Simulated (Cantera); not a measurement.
Input: 1 mol H₂S, a varied amount of O₂, held at 1050 K and 97.5 Torr.

These are equilibrium values from Cantera (NASA tables, ideal gas, pure condensed phases), not measurements of a reactor. Candidate condensed phases: H₂O, H₂SO₄, S; 19 gas species. Gases not in the tables: S₃ to S₇. Rates play no part.

x: gas mole fraction; nothing condenses.

```tsv
n(O₂) (mol)	x H₂S	x H₂O	x SO₂	x O₂	x S₂	x H₂	x SO₃
0.078	0.683	0.139	6.59e-5	<1e-12	0.105	0.0719	<1e-12
0.1	0.641	___	___	<1e-12	___	___	<1e-12
0.14	0.566	0.238	0.000449	<1e-12	0.144	0.0509	<1e-12
0.19	0.475	0.310	0.00142	<1e-12	0.174	0.0390	4.22e-12
0.25	0.376	0.386	0.00447	<1e-12	0.204	0.0285	2.26e-11
0.33	0.268	0.463	0.0154	<1e-12	0.232	0.0191	1.40e-10
0.44	0.174	0.522	0.0491	<1e-12	0.240	0.0121	7.91e-10
0.59	___	0.547	___	<1e-12	___	___	___
0.78	0.0676	0.547	0.208	<1e-12	0.168	0.00564	7.54e-9
1	0.0396	0.533	0.309	<1e-12	0.111	0.00407	1.51e-8
1.4	0.00791	0.504	0.467	<1e-12	0.0184	0.00199	4.40e-8
1.9	<1e-12	0.428	0.375	0.145	<1e-12	1.13e-9	0.0531
2.5	<1e-12	0.343	0.284	0.314	<1e-12	6.15e-10	0.0592
```

**Question.** What belongs in the gaps?

**Answer.** 
- 0.1, x H₂O: 0.176
- 0.1, x SO₂: 0.000143
- 0.1, x S₂: 0.119
- 0.1, x H₂: 0.0634
- 0.59, x H₂S: 0.109
- 0.59, x SO₂: 0.116
- 0.59, x S₂: 0.216
- 0.59, x H₂: 0.00803
- 0.59, x SO₃: 2.97e-9
